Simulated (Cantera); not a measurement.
**Gas-phase reforming**

An isothermal, constant-pressure homogeneous reactor starts with 60.2 % CH₄, 22.9 % CO₂, 15.1 % H₂, 1.87 % H₂O, at 1598 K and 1.00 atm.

Computed with Cantera and GRI-Mech 3.0 (53 species, 325 reactions). GRI-Mech 3.0 stops at C3 and has no aromatics, soot or wall deposition, so with more carbon than oxygen in the feed, carbon stays in small species such as C2H2 where larger ones or solid carbon would form.

| t (s) | x CH₄ | x CO₂ | x H₂ | x H | x C₂H₂ |
|---|---|---|---|---|---|
| 6.00e-6 | 0.602 | 0.229 | 0.151 | 4.97e-7 | <1e-12 |
| 1.97e-5 | 0.602 | 0.229 | 0.151 | 1.27e-6 | 7.92e-11 |
| 6.45e-5 | 0.602 | 0.229 | 0.151 | 3.30e-6 | 1.30e-8 |
| 0.000212 | 0.601 | 0.229 | 0.151 | 5.48e-6 | 1.14e-6 |
| 0.000694 | 0.597 | 0.228 | 0.153 | 7.71e-6 | 4.74e-5 |
| 0.00228 | 0.582 | 0.226 | 0.163 | 9.76e-6 | 0.00127 |
| 0.00747 | 0.531 | 0.214 | 0.200 | 1.18e-5 | 0.0132 |
| 0.0245 | 0.412 | 0.181 | 0.286 | 1.63e-5 | 0.0521 |
| 0.0803 | 0.237 | 0.107 | 0.386 | 2.32e-5 | 0.107 |
| 0.263 | 0.0949 | 0.0252 | 0.452 | 3.17e-5 | 0.146 |
| 0.864 | 0.0526 | 0.0124 | 0.507 | 3.78e-5 | 0.140 |
| 2.83 | 0.0475 | 0.00760 | 0.555 | 3.96e-5 | 0.110 |
| 9.30 | 0.0431 | 0.00210 | 0.596 | 4.11e-5 | 0.0832 |
| 30.5 | 0.0414 | 6.30e-5 | 0.609 | 4.16e-5 | 0.0747 |
| 100 | 0.0413 | 3.18e-7 | 0.609 | 4.16e-5 | 0.0744 |
x: mole fraction; the columns are a selection and need not sum to one.

Equilibrium at this temperature and pressure: CH₄ 0.0413, CO₂ 3.19e-7, H₂ 0.609, H 4.16e-5, C₂H₂ 0.0744 (gas phase only).
